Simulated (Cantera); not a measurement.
Input (Python, Cantera) and output of one run.

```python
import numpy as np
import cantera as ct

gas_names = [...]  # 136 gases of nasa_gas.yaml made of C, H, N, O
cond_names = """
    C(gr) C6H6(L) C7H8(L) C8H18(L),n-octa H2O(s) H2O(L)
""".split()


# ... load() reads the species with a 1 bar reference pressure and builds the phases ...
atoms = {
    'acetone': {'C': 3, 'H': 6, 'O': 1},
    'H2O': {'H': 2, 'O': 1},
    'N2': {'N': 2},
    'H2': {'H': 2},
}
top_T = {'C(gr)': 4500}  # K; cautious upper limits of use, not melting points


# ... equilibrate(T, P, feed) seeds the gas with the atoms and calls Mixture.equilibrate('TP', solver="vcs", rtol=1e-11, max_steps=5000) ...
results = []
feed = {'acetone': 1, 'H2O': 0.61, 'N2': 9.6, 'H2': 6.7}  # mol
P = 1400000  # Pa
for T in [1173, 1223, 1273, 1323, 1373, 1423, 1473, 1523]:
    mix = equilibrate(T, P, feed)
    results.append((T, P, feed, dict(zip(mix.species_names, mix.species_moles))))

top = {s: max(r[3][s] / sum(r[3][g] for g in gas_names) for r in results) for s in gas_names}
cols = sorted((s for s in top if top[s] > 1e-05), key=lambda s: -top[s])[:6]
seen = [c for c in cond_names if any(r[3].get(c, 0) > 1e-12 for r in results)]
print("log10 of partial pressures in bar; condensed amounts in mol")
print(f"{'T/K':>10s}" + "".join(f"{s[:9]:>10s}" for s in cols + seen))
for T, P, feed, n in results:
    ng = sum(n[g] for g in gas_names)
    print(f"{T:10.4g}" + "".join(f"{np.log10(max(n[s] / ng * P / 1e5, 1e-99)):10.3f}" for s in cols)
          + "".join(f"{n.get(c, 0):10.4g}" for c in seen))
```

It prints:

```
log10 of partial pressures in bar; condensed amounts in mol
       T/K        N2        H2        CO       CH4       H2O       CO2     C(gr)
      1173     0.820     0.753    -0.052    -0.204    -0.748    -1.658    0.7737
      1223     0.814     0.773    -0.021    -0.329    -0.944    -1.903    0.8835
      1273     0.809     0.787    -0.003    -0.452    -1.140    -2.149    0.9806
      1323     0.805     0.797     0.007    -0.573    -1.330    -2.389     1.062
      1373     0.803     0.805     0.013    -0.689    -1.512    -2.618     1.127
      1423     0.801     0.810     0.016    -0.800    -1.685    -2.834     1.177
      1473     0.800     0.813     0.018    -0.906    -1.848    -3.037     1.215
      1523     0.799     0.816     0.019    -1.006    -2.001    -3.227     1.243
```

These are equilibrium values from Cantera (NASA tables, ideal gas, pure condensed phases), not measurements of a reactor. The feed counts by its element totals alone.
